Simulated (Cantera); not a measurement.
Charge: 1 mol AlCl₃, 4.7 mol HCl, 230 mol H₂, held at 110 Pa.

Equilibrium computed with Cantera from the NASA thermochemical tables; the gas is ideal and each condensed phase is pure. Candidate condensed phases: Al, AlCl₃; 12 gas species. The tables' values for AlCl₂ are old estimates; treat these amounts as uncertain. The numbers say what is thermodynamically allowed, not how fast it happens.

x: gas mole fraction; nothing condenses.

```tsv
T (K)	x H₂	x HCl	x H	x AlCl₃	x AlCl
873	0.976	0.0199	1.39e-9	0.00424	1.15e-9
1023	0.976	0.0199	1.23e-7	0.00424	1.12e-6
1173	0.975	0.0204	3.51e-6	0.00395	0.000163
1323	0.971	0.0248	4.71e-5	[?]	0.00221
1473	0.968	0.0277	0.000375	[?]	0.00381
1623	0.966	0.0281	0.00205	[?]	0.00410
1773	0.959	0.0280	0.00840	[?]	0.00414
1923	0.940	0.0273	0.0275	[?]	0.00408
```

Q: Fill in the missing entries.

A: 
- 1323, x AlCl₃: 0.00156
- 1473, x AlCl₃: 0.000151
- 1623, x AlCl₃: 1.34e-5
- 1773, x AlCl₃: 1.67e-6
- 1923, x AlCl₃: 2.75e-7
